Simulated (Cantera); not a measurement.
Feed: 1 mol C2H4, 0.043 mol H2O, 46 mol N2, at 2975 K and 37.5 Torr.

Equilibrium computed with Cantera from the NASA thermochemical tables; the gas is ideal and each condensed phase is pure. Candidate condensed phases: C, C6H6, C7H8, C8H18, H2O; 136 gas species. Rates play no part.

Base state: N2 0.909, H 0.0527, HCN 0.0128, CN 0.0104, H2 0.00651, C3 0.00313, HNC 0.00237, CO 0.000862 (mole fractions); condensed: gas only.

Question: What changes in the equilibrium state with this change: temperature from 2975 K to 2498.15 K?

Answer: 
```
species             before     after
----------------  --------  --------
N2                   0.909     0.941
H2                 0.00651    0.0265
H                   0.0527    0.0182
CN                  0.0104  0.000440
HCN                 0.0128    0.0111
C5                 4.00e-5   2.85e-8
C2                0.000364   8.90e-7
C3                 0.00313   9.66e-6
C(graphite), mol         0      1.29
```

Question: What changes in the equilibrium state with this change: temperature from 2975 K to 975 K?

Answer: 
| species | before | after |
|---|---|---|
| N2 | 0.909 | 0.957 |
| H2 | 0.00651 | 0.0425 |
| CO | 0.000862 | 0.000893 |
| H | 0.0527 | 1.05e-9 |
| CN | 0.0104 | <1e-9 |
| HCN | 0.0128 | 6.94e-7 |
| C3 | 0.00313 | <1e-9 |
| HNC | 0.00237 | <1e-9 |
| C | 0.000693 | <1e-9 |
| C2N2 | 0.000582 | <1e-9 |
| C2H | 0.000382 | <1e-9 |
| C(graphite), mol | 0 | 1.96 |
